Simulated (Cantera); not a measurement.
Catalytic combustion on Pt

An isothermal plug-flow reactor at 1100 K and 330000 Pa (inlet), inlet velocity 2.6 m/s, active area per volume 460 1/m; feed 0.639 % CH₄, 19.3 % O₂, 80.1 % N₂, equivalence ratio 0.066.

Detailed kinetics in Cantera: Deutschmann's 1995 Pt surface mechanism with GRI-Mech 3.0 gas chemistry. Catalytic surfaces can have several steady states; this one follows from the mechanism file's or the stated starting coverage. Mass transfer to the wall is taken as infinitely fast.

| z (m) | x CH₄ | x O₂ | x H₂O | x CO₂ | x CO | θ free Pt | θ O* | θ OH* |
|---|---|---|---|---|---|---|---|---|
| 0.00091 | 0.00631 | 0.192 | 0.000154 | 7.35e-5 | 3.59e-6 | 0.201 | 0.799 | 0.000353 |
| 0.0015 | 0.00626 | 0.192 | 0.000254 | 0.000123 | 3.88e-6 | 0.201 | 0.799 | 0.000425 |
| 0.0025 | 0.00618 | 0.192 | 0.000420 | 0.000206 | 3.92e-6 | 0.201 | 0.799 | 0.000523 |
| 0.0042 | 0.00604 | 0.192 | 0.000699 | 0.000344 | 3.85e-6 | 0.201 | 0.799 | 0.000656 |
| 0.0071 | 0.00580 | 0.191 | 0.00116 | 0.000574 | 3.71e-6 | 0.201 | 0.798 | 0.000832 |
| 0.012 | 0.00542 | 0.191 | 0.00191 | 0.000941 | 3.53e-6 | 0.201 | 0.798 | 0.00105 |
| 0.02 | 0.00483 | 0.190 | 0.00304 | 0.00149 | 3.36e-6 | 0.201 | 0.798 | 0.00132 |
| 0.033 | 0.00395 | 0.188 | 0.00470 | 0.00228 | 4.30e-6 | 0.201 | 0.797 | 0.00164 |
| 0.055 | 0.00245 | 0.185 | 0.00751 | 0.00361 | 1.30e-5 | 0.202 | 0.796 | 0.00207 |
| 0.091 | 0.00103 | 0.182 | 0.0105 | 0.00513 | 5.09e-6 | 0.202 | 0.795 | 0.00244 |
x: gas mole fraction; θ: surface coverage.
